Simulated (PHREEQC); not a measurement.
Dissolve 1.2 mmol/kgw NaH2PO4 and 0.063 mmol/kgw K2HPO4 at 65 °C. Closed to the air; pH follows from the charge balance.

Equilibrium calculation in PHREEQC: ion-association model, phreeqc.dat.

| quantity | before | after |
|---|---|---|
| pH | 5.80 | 5.90 |
| HPO4-2 (mol/kgw) | 6.49e-5 | 7.50e-6 |
| H3PO4 (mol/kgw) | 4.10e-7 | 3.29e-8 |
| KHPO4- (mol/kgw) | 1.33e-8 | 1.74e-10 |

Question: What was changed between the two runs?
A. diluted 10-fold with water
B. NaH2PO4 left out
C. K2HPO4 from 6.3e-05 to 3.15e-05 mol/kgw
D. diluted 5-fold with water

Answer: A, diluted 10-fold with water

This is a speciation only: nothing precipitates in the calculation. At this temperature some constants are extrapolated from 25 °C, and those without enthalpy data are left unchanged.
